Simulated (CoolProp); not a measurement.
Saturation properties of R113 (Tc = 487.2 K, pc = 3.392 MPa, ω = 0.253).

Model: reference Helmholtz-energy equation of state, Marx 1992, in CoolProp.

| T (K) | p (MPa) | liquid density (kg/m³) | enthalpy of vaporisation (kJ/kg) | liquid cp (kJ/(kg K)) | vapour Z | surface tension (mN/m) |
|---|---|---|---|---|---|---|
| 382.8 | 0.5444 | (withheld) | 121.3 | 1.021 | 0.8633 | 8.23 |
| 389.6 | 0.6314 | 1319 | 118.3 | 1.033 | 0.8481 | 7.57 |
| 396.3 | 0.7269 | 1298 | 115.1 | 1.046 | 0.8320 | 6.93 |
| 403 | 0.8327 | 1276 | (withheld) | 1.061 | 0.8148 | 6.31 |
| 409.7 | 0.9495 | 1253 | 108.3 | 1.077 | 0.7964 | 5.69 |
| 416.4 | 1.078 | 1229 | 104.6 | 1.095 | 0.7766 | 5.09 |
| 423.1 | 1.219 | 1203 | 100.6 | 1.117 | 0.7555 | 4.50 |
| 429.9 | 1.376 | 1176 | 96.34 | 1.143 | 0.7324 | 3.91 |
| 436.6 | (withheld) | 1147 | 91.78 | 1.174 | 0.7079 | (withheld) |
| 443.3 | 1.728 | 1116 | (withheld) | 1.213 | 0.6812 | 2.81 |
| 450 | 1.927 | 1082 | 81.38 | 1.265 | 0.6521 | 2.29 |
| 456.7 | (withheld) | 1044 | 75.29 | 1.339 | 0.6198 | 1.79 |
| 463.4 | 2.378 | 1001 | 68.35 | 1.451 | 0.5834 | 1.32 |
| 470.2 | 2.637 | (withheld) | 60.00 | 1.647 | 0.5405 | 0.868 |
| 476.9 | 2.913 | 883.5 | 49.61 | 2.070 | 0.4882 | 0.466 |

Question: Complete the blanks.

Answer: 
- 382.8, liquid density (kg/m³): 1340
- 403, enthalpy of vaporisation (kJ/kg): 111.8
- 436.6, p (MPa): 1.544
- 436.6, surface tension (mN/m): 3.35
- 443.3, enthalpy of vaporisation (kJ/kg): 86.82
- 456.7, p (MPa): 2.144
- 470.2, liquid density (kg/m³): 948.5

It boils at 320.7 K under 1 atm.

Surface tension comes from a separate correlation (Mulero 2012).
